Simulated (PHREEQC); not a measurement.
A solution holds 0.0033 mol/kgw Cu(BF4)2, 0.2 mol/kgw HCl and 0.018 mol/kgw H3BO3, at 25 °C. Closed to the air; pH follows from the charge balance.

Model: ion-association model, wateq4f.dat, run in PHREEQC.

| quantity | before | after |
|---|---|---|
| pH | 0.80 | 0.80 |
| ionic strength (mol/kgw) | 0.208 | 0.209 |
| H3BO3 (mol/kgw) | 0.0191 | 0.0188 |
| H2BO3- (mol/kgw) | 1.08e-10 | 7.84e-11 |

Q: Name the change that produced these shifts.
(A) temperature from 25 to 10 °C
(B) Cu(BF4)2 from 0.0033 to 0.00297 mol/kgw
(C) diluted 100-fold with water
(D) Cu(BF4)2 left out
(E) H3BO3 replaced by HBF4 at the same molality

A: A, temperature from 25 to 10 °C

This is a speciation only: nothing precipitates in the calculation. Constants without temperature data keep their 25 °C values here. Real BF4- forms and hydrolyses slowly; the run takes it at equilibrium.
